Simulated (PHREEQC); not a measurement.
Consider water at 75 °C with 2.4 mol/kgw NH4Cl. Closed to the air; pH follows from the charge balance.

Model: ion-association model, phreeqc.dat, run in PHREEQC.

This is a speciation only: nothing precipitates in the calculation.

### Question
Estimate the pH.

### Answer
pH 4.17.

Ionic strength above about 0.7 mol/kgw puts this run outside the model's range. Away from 25 °C the constants follow the database's enthalpies or fits; those with neither stay at their 25 °C values.
